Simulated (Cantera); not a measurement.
## Si + HF (silicon etching in halogen gases)

Charge: 1 mol Si, a varied amount of HF, equilibrated at 0.105 Torr.

Cantera equilibrium calculation (NASA polynomials, part measured and part estimated; ideal gas, pure solids and liquids). Candidate condensed phases: Si; 25 gas species. The tables' values for SiF2, SiF3 are old estimates. Kinetics and transport are ignored.

Task: Map the stable condensed phases over T = 1198, 1248, 1298, 1348, 1398, 1448, 1498, 1548, 1598, 1648 K and n(HF) in mol = 2.3, 2.7, 3.3, 4, 4.9, 5.9, 7.1, 8.6, 10, 13.

Result: 
```
T in K \ n(HF) in mol
         2.3 2.7 3.3   4 4.9 5.9 7.1 8.6  10  13
   1648    A   B   B   B   B   B   B   B   B   B
   1598    A   B   B   B   B   B   B   B   B   B
   1548    A   A   B   B   B   B   B   B   B   B
   1498    A   A   B   B   B   B   B   B   B   B
   1448    A   A   B   B   B   B   B   B   B   B
   1398    A   A   A   B   B   B   B   B   B   B
   1348    A   A   A   B   B   B   B   B   B   B
   1298    A   A   A   B   B   B   B   B   B   B
   1248    A   A   A   B   B   B   B   B   B   B
   1198    A   A   A   B   B   B   B   B   B   B
```
A: Si; B: gas only.
